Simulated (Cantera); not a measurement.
Charge: 1 mol Cr, a varied amount of N2O, 10 mol N2, held at 1998 K and 75.0 Torr.

Equilibrium computed with Cantera from the NASA thermochemical tables; the gas is ideal and each condensed phase is pure. Candidate condensed phases: Cr, CrN, Cr2N, Cr2O3; 14 gas species. Mutual solubility and eutectic melting of coexisting phases are not modelled. Rates play no part.

log p: log10 of the partial pressure in bar; n: condensed amount in mol.

```csv
n(N2O) (mol),log p N2,log p O2,log p Cr,log p NO,log p O,log p CrO,log p CrO2,n Cr(s),n Cr2O3(s)
1.1,-1.00,-10.75,-2.95,-7.61,___,-4.95,-7.23,0.141,0.366
2.1,-1.01,-2.65,-9.03,-3.56,___,-6.98,-5.20,0,0.500
3.1,-1.03,-2.26,-9.32,-3.37,___,-7.08,-5.10,0,0.499
4.1,-1.04,-2.09,-9.45,-3.29,___,-7.12,-5.06,0,0.499
5.1,-1.05,-1.99,-9.53,-3.25,-4.17,-7.15,-5.04,0,0.499
6.1,-1.06,-1.92,-9.58,-3.22,-4.14,-7.16,-5.02,0,0.499
7.1,-1.07,-1.86,-9.62,-3.19,-4.11,-7.18,-5.01,0,0.499
8.2,-1.08,-1.82,-9.65,-3.17,-4.09,-7.19,-4.99,0,0.499
9.2,-1.08,-1.79,-9.68,-3.16,-4.08,-7.19,-4.99,0,0.498
10,-1.09,-1.77,-9.69,-3.15,-4.06,-7.20,-4.98,0,0.498
```

What belongs in the gaps?


- 1.1, log p O: -8.56
- 2.1, log p O: -4.50
- 3.1, log p O: -4.31
- 4.1, log p O: -4.23
